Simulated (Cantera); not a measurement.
A perfectly stirred reactor is fed with 4.07 % CH₄, 0.203 % C₂H₆, 20.1 % O₂, 75.6 % N₂, equivalence ratio 0.44, at 290000 Pa; it is adiabatic with a 623 K inlet, and is followed from long to short residence time, starting on the burning branch (τ in s: 0.02, 0.011, 0.0063, 0.0035, 0.002, 0.0011, 0.00061, 0.00034, 0.00019, 0.00011, 5.9e-05).

Computed with Cantera and GRI-Mech 3.0 (53 species, 325 reactions).

### Question
Predict: blow-out, bracketed by the residence times tried; x(CH₄) at τ = 20.0 ms; x(C₂H₆) at τ = 20.0 ms; x(O₂) at τ = 20.0 ms; x(H₂O) at τ = 20.0 ms; x(H₂O₂) at τ = 20.0 ms; x(CH₄) at τ = 1.10 ms; x(C₂H₆) at τ = 1.10 ms; x(O₂) at τ = 1.10 ms; x(H₂O) at τ = 1.10 ms; x(H₂O₂) at τ = 1.10 ms.

### Answer
- blow-out, bracketed by the residence times tried = burning at 0.610 ms, out at 0.340 ms
- x(CH₄) at τ = 20.0 ms = 3.36e-5
- x(C₂H₆) at τ = 20.0 ms = 4.48e-7
- x(O₂) at τ = 20.0 ms = 0.112
- x(H₂O) at τ = 20.0 ms = 0.0869
- x(H₂O₂) at τ = 20.0 ms = 1.78e-7
- x(CH₄) at τ = 1.10 ms = 0.000267
- x(C₂H₆) at τ = 1.10 ms = 3.62e-6
- x(O₂) at τ = 1.10 ms = 0.114
- x(H₂O) at τ = 1.10 ms = 0.0856
- x(H₂O₂) at τ = 1.10 ms = 6.47e-7
